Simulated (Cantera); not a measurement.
Input: 1 mol SiH4, 0.021 mol HCl, 220 mol H2, equilibrated at 1773.15 K and 5.90 mbar.

These are equilibrium values from Cantera (NASA tables, ideal gas, pure condensed phases), not measurements of a reactor. Candidate condensed phases: Si; 19 gas species. Gases not in the tables: Si2H6 and higher silanes. Equilibrium is a limit: real reactors are often held back by kinetics, nucleation or transport.

Base state: H2 0.996, H 0.00370, Si 0.000362, HCl 9.38e-5, SiH 3.42e-5, SiH2 2.46e-5 (mole fractions); condensed: Si(l).

Q: What changes in the equilibrium state with this change: temperature from 1773.15 K to 2375 K?

A: 
```csv
species,before,after
H2,0.996,0.829
H,0.00370,0.167
Si,0.000362,0.00401
Cl,2.68e-7,1.09e-5
SiH2,2.46e-5,7.04e-6
SiH,3.42e-5,9.04e-5
HCl,9.38e-5,7.53e-5
"Si(l), mol",0.905,0
```

Q: What changes in the equilibrium state with this change: SiH4 replaced by CH3SiH3?

A: 
| species | before | after |
|---|---|---|
| H2 | 0.996 | 0.996 |
| H | 0.00370 | 0.00370 |
| HCl | 9.38e-5 | 9.37e-5 |
| Si | 0.000362 | 2.46e-5 |
| SiH | 3.42e-5 | 2.33e-6 |
| C2H2 (acetylene) | 0 | 1.36e-5 |
| SiH2 | 2.46e-5 | 1.68e-6 |
| Si(l), mol | 0.905 | 0 |
| SiC(s), mol | 0 | 0.993 |
The feed counts by its element totals alone. Further candidate phases: C, C6H6, C7H8, C8H18, SiC.

Q: What changes in the equilibrium state with this change: temperature from 1773.15 K to 1848.15 K?

A: 
```json
[
 {"species": "H2", "before": "0.996", "after": "0.992"},
 {"species": "H", "before": "0.00370", "after": "0.00688"},
 {"species": "Si", "before": "0.000362", "after": "0.00107"},
 {"species": "SiH", "before": "3.42e-5", "after": "8.12e-5"},
 {"species": "SiH2", "before": "2.46e-5", "after": "4.13e-5"},
 {"species": "Si(l), mol", "before": "0.905", "after": "0.730"}
]
```
